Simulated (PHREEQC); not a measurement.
**Acid rinse or clean**

A solution holds 0.064 mol HNO3 and 0.11 mol AlCl3 per kg of water, at 20 °C. Closed to the air; pH follows from the charge balance.

Model: ion-association model, phreeqc.dat, run in PHREEQC.

```json
{
 "pH": "1.32",
 "ionic_strength": "0.724 mol/kgw",
 "activity_of_water": "0.990",
 "density": "1.013 g/cm³",
 "total_alkalinity": "-64.0 meq/kg"
}
```

```json
[
 {"species": "Cl-", "molality": "0.330", "activity": "0.207", "log γ": "-0.202"},
 {"species": "Al+3", "molality": "0.110", "activity": "0.00867", "log γ": "-1.104"},
 {"species": "H+", "molality": "0.0640", "activity": "0.0483", "log γ": "-0.123"},
 {"species": "NO3-", "molality": "0.0640", "activity": "0.0373", "log γ": "-0.234"},
 {"species": "AlOH+2", "molality": "6.18e-6", "activity": "1.27e-6", "log γ": "-0.687"}
]
```

Precipitation was switched off in this run. The ionic strength is past about 0.7 mol/kgw, beyond the range of this activity model, so the values are rough.
